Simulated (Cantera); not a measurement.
Ammonia decomposition in nitride growth gas

An isothermal, constant-pressure homogeneous reactor starts with 25.2 % NH₃, 74.8 % N₂, at 1600 K and 1.01 bar.

Cantera simulation using the gas-phase N/H chemistry of the illustrative SiF4/NH3 mechanism in the Surface Chemkin manual (1991); the numbers are that mechanism's predictions, not measurements. Walls and surfaces, which speed up NH3 decomposition in real reactors, are not modelled.

| t (s) | x NH₃ | x N₂ | x N₂H₂ | x H₂ | x H |
|---|---|---|---|---|---|
| 5.00e-6 | 0.252 | 0.748 | <1e-12 | 5.16e-8 | 5.00e-9 |
| 1.66e-5 | 0.252 | 0.748 | 2.05e-12 | 1.83e-7 | 5.00e-9 |
| 5.52e-5 | 0.252 | 0.748 | 4.36e-11 | 6.20e-7 | 5.00e-9 |
| 0.000183 | 0.252 | 0.748 | 6.37e-10 | 2.08e-6 | 5.05e-9 |
| 0.000609 | 0.252 | 0.748 | 8.02e-9 | 7.29e-6 | 5.77e-9 |
| 0.00202 | 0.252 | 0.748 | 7.60e-8 | 3.69e-5 | 1.30e-8 |
| 0.00672 | 0.251 | 0.748 | 1.63e-7 | 0.000247 | 3.99e-8 |
| 0.0223 | 0.251 | 0.748 | 1.63e-7 | 0.00103 | 1.14e-7 |
| 0.0742 | 0.249 | 0.748 | 1.61e-7 | 0.00360 | 3.51e-7 |
| 0.246 | 0.242 | 0.746 | 1.52e-7 | 0.0118 | 1.09e-6 |
| 0.818 | 0.221 | 0.742 | 1.27e-7 | 0.0363 | 3.21e-6 |
| 2.72 | 0.173 | 0.733 | 7.80e-8 | 0.0946 | 8.35e-6 |
| 9.03 | 0.0990 | 0.718 | 2.67e-8 | 0.183 | 1.67e-5 |
| 30.0 | 0.0397 | 0.706 | 4.62e-9 | 0.254 | 2.42e-5 |
x: mole fraction; the columns are a selection and need not sum to one.

Equilibrium at this temperature and pressure: NH₃ 6.47e-6, N₂ 0.698, N₂H₂ <1e-12, H₂ 0.302, H 2.99e-5 (gas phase only).
